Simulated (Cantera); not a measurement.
Thermodynamics of fluorocarbon and chlorocarbon gases, feed CF₄ + CH₄ + H₂

Feed: 1 mol CF₄, 0.018 mol CH₄, a varied amount of H₂, held at 1877 °C and 10.0 Torr.

These are equilibrium values from Cantera (NASA tables, ideal gas, pure condensed phases), not measurements of a reactor. Candidate condensed phases: C, C₆H₆, C₇H₈, C₈H₁₈; 95 gas species. Gases not in the tables: C₂F₆ and larger saturated fluorocarbons. Equilibrium is a limit: real reactors are often held back by kinetics, nucleation or transport.

| n(H₂) (mol) | log p HF | log p CF₄ | log p CF₂ | log p F | log p CF₃ | log p CF | log p H | n C(graphite) |
|---|---|---|---|---|---|---|---|---|
| 0.12 | -2.55 | -2.18 | -2.63 | -2.87 | -3.81 | -5.09 | -7.58 | 0 |
| 0.25 | -2.35 | -2.30 | -2.60 | -2.94 | -3.85 | -4.98 | -7.30 | 0.0314 |
| 0.38 | -2.24 | -2.39 | -2.65 | -2.97 | -3.92 | -5.00 | -7.16 | 0.0985 |
| 0.51 | -2.16 | -2.49 | -2.70 | -2.99 | -3.99 | -5.03 | -7.06 | 0.167 |
| 0.64 | -2.11 | -2.58 | -2.74 | -3.01 | -4.06 | -5.05 | -6.98 | 0.237 |
| 0.77 | -2.06 | -2.68 | -2.79 | -3.04 | -4.14 | -5.07 | -6.92 | 0.308 |
| 0.89 | -2.03 | -2.77 | -2.84 | -3.06 | -4.21 | -5.10 | -6.86 | 0.375 |
log p: log10 of the partial pressure in bar; n: condensed amount in mol.

At 0.12 mol H₂ nothing is condensed. From 0.25 mol H₂ to 0.89 mol H₂ the condensed part is C(graphite). The main C-bearing gas is CF₄ throughout. The share of C in condensed phases is highest at 0.89 mol H₂ (36.8 %) and lowest at 0.12 mol H₂ (0.0 %).
